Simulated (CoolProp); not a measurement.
The fluid at 307.35 K and 1.96 MPa is throttled through a valve to 0.546 MPa with no heat exchange. The same conditions are run with several fluids, on thermodynamics alone (safety and materials aside).

Values from CoolProp's reference Helmholtz-energy equation of state of each fluid (nitrogen: Span 2000; hydrogen chloride: Thol 2018; nitrous oxide: Lemmon 2006; oxygen: Schmidt 1985; CF4 (R14): Platzer 1990). The equations of Platzer and Polt are older, rougher fits.

| fluid | temperature change (K) | final density (kg/m³) |
|---|---|---|
| nitrogen | [?] | 6.04 |
| hydrogen chloride | -21.9 | [?] |
| nitrous oxide | [?] | 10.2 |
| oxygen | -3.5 | [?] |
| CF4 (R14) | [?] | 19.7 |

Question: Fill in the missing entries.

Answer: 
- nitrogen, temperature change (K): -2.8
- hydrogen chloride, final density (kg/m³): 8.72
- nitrous oxide, temperature change (K): -15.6
- oxygen, final density (kg/m³): 6.94
- CF4 (R14), temperature change (K): -7.4

Above 300 K oxygen's equation is extrapolated.
